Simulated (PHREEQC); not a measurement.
# Arsenic or selenium liquor: an equilibrium model

Dissolve 1.2 mmol/kgw Na2HAsO4 and 1.1 mmol/kgw NaOH at 83 °C. Closed to the air; pH follows from the charge balance.

Equilibrium calculation in PHREEQC: ion-association model, wateq4f.dat.

Each row changes one thing in this solution. No solid was allowed to form.

| case | pH | ionic strength (mol/kgw) |
|---|---|---|
| as made | 9.54 | 0.00479 |
| diluted 10-fold with water | … | … |
| Na2HAsO4 replaced by NaNO3 at the same molality | 9.57 | 0.00230 |
| Na2HAsO4 from 0.0012 to 0.0006 mol/kgw | 9.56 | 0.00294 |
| NaOH left out | … | 0.00355 |

Q: Fill in the missing entries.

A: 
- diluted 10-fold with water, pH: 8.60
- diluted 10-fold with water, ionic strength (mol/kgw): 0.000468
- NaOH left out, pH: 8.27

Species that the database lacks are ignored. At this temperature some constants are extrapolated from 25 °C, and those without enthalpy data are left unchanged.
